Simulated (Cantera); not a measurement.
# SiHCl3 + NH3 (silicon nitride deposition)

A closed system holds: 1 mol SiHCl3, a varied amount of NH3, at 1250 K and 75.0 Torr.

Method: chemical equilibrium by Gibbs-energy minimisation in Cantera with the NASA 1993 tables (ideal gas, pure condensed phases). Candidate condensed phases: NH4Cl, Si, Si3N4; 28 gas species. The tables' values for SiCl3 are old estimates; treat these amounts as uncertain. Rates play no part.

```csv
n(NH3) (mol),x H2,x HCl,x N2,x SiCl4,x SiCl3,x SiHCl3,x SiCl2,n Si3N4(s)
1.5,0.435,0.425,0.0678,0.0664,0.00261,0.00242,0.000735,0.231
2.5,0.488,0.376,0.110,0.0234,0.00110,0.00108,0.000371,0.279
3.5,0.531,0.321,0.137,0.00906,0.000521,0.000533,0.000215,0.305
4.5,0.566,0.273,0.156,0.00384,0.000268,0.000283,0.000134,0.318
5.6,0.595,0.232,0.172,0.00169,0.000142,0.000154,8.59e-5,0.325
6.6,0.615,0.202,0.182,0.000882,8.66e-5,9.53e-5,6.09e-5,0.328
7.6,0.630,0.179,0.190,0.000500,5.62e-5,6.26e-5,4.52e-5,0.330
8.7,0.644,0.159,0.197,0.000289,3.70e-5,4.17e-5,3.40e-5,0.331
9.7,0.654,0.144,0.202,0.000185,2.64e-5,3.00e-5,2.70e-5,0.331
```
x: gas mole fraction; n: condensed amount in mol.

From 1.5 mol NH3 to 9.7 mol NH3 the condensed part is Si3N4(s). The main Si-bearing gas is SiCl4 throughout. The share of Si in condensed phases is highest at 9.7 mol NH3 (99.4 %) and lowest at 1.5 mol NH3 (69.4 %).
